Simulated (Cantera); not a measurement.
A Cantera script and its output.

```python
import numpy as np
import cantera as ct

gas = ct.Solution("SiF4_NH3_mec.yaml", "gas")
gas.TPX = 2275, 4200, {'NH3': 0.66, 'N2': 1.5}
reactor = ct.IdealGasConstPressureReactor(gas, energy="off", clone=False)
net = ct.ReactorNet([reactor])
net.rtol, net.atol = 1e-08, 1e-18
show = ['NH3', 'H', 'N2', 'N2H4', 'NH', 'H2']
times = np.geomspace(6e-05, 9, 10)

steps = ct.SolutionArray(gas, extra=["t"])
rows = []
print(f"{'t/s':>10s}{'T/K':>9s}{'P/Pa':>11s}" + "".join(f"{s:>11s}" for s in show))
for t in times:
    while net.time < t:
        t_next = net.step()
        steps.append(gas.state, t=t_next)
    rows.append([np.interp(t, steps.t, y) for y in (steps.T, steps.P, *steps(*show).X.T)])
    print(f"{t:10.3e}{rows[-1][0]:9.1f}{rows[-1][1]:11.4g}" + "".join(f"{x:11.3e}" for x in rows[-1][2:]))
rate = np.gradient(steps.T, steps.t)
print("integrator steps:", len(steps.t))
if steps.T.max() > steps.T[0] + 200:
    print(f"time of steepest temperature rise: {steps.t[rate.argmax()]:.4e} s")
gas.TPX = 2275, 4200, {'NH3': 0.66, 'N2': 1.5}
gas.equilibrate("TP")
print(f"equilibrium (TP): T = {gas.T:.1f} K  " + "  ".join(f"{s} {gas[s].X[0]:.3e}" for s in show))
```

Result:

```
       t/s      T/K       P/Pa        NH3          H         N2       N2H4         NH         H2
 6.000e-05   2275.0       4200  3.053e-01  3.947e-06  6.944e-01  1.333e-10  2.641e-07  1.091e-04
 2.256e-04   2275.0       4200  3.046e-01  4.676e-06  6.941e-01  1.877e-09  4.766e-06  4.386e-04
 8.480e-04   2275.0       4200  3.014e-01  1.603e-05  6.934e-01  1.658e-08  2.845e-05  2.691e-03
 3.188e-03   2275.0       4200  2.872e-01  6.715e-05  6.912e-01  1.985e-08  4.930e-05  1.877e-02
 1.198e-02   2275.0       4200  2.395e-01  2.035e-04  6.841e-01  1.074e-08  6.219e-05  7.408e-02
 4.506e-02   2275.0       4200  1.273e-01  5.807e-04  6.675e-01  3.522e-09  5.858e-05  2.035e-01
 1.694e-01   2275.0       4200  1.676e-02  1.673e-03  6.508e-01  1.959e-10  2.923e-05  3.304e-01
 6.368e-01   2275.0       4200  8.660e-06  1.308e-02  6.447e-01  2.980e-15  9.012e-07  3.422e-01
 2.394e+00   2275.0       4200  1.226e-07  2.403e-02  6.411e-01  2.110e-18  4.504e-08  3.348e-01
 9.000e+00   2275.0       4200  8.785e-08  2.413e-02  6.411e-01  1.100e-18  3.254e-08  3.348e-01
integrator steps: 1968
equilibrium (TP): T = 2275.0 K  NH3 8.784e-08  H 2.413e-02  N2 6.411e-01  N2H4 1.100e-18  NH 3.254e-08  H2 3.348e-01
```

Model: the gas-phase N/H chemistry of the illustrative SiF4/NH3 mechanism in the Surface Chemkin manual (1991), integrated in Cantera. Walls and surfaces, which speed up NH3 decomposition in real reactors, are not modelled.
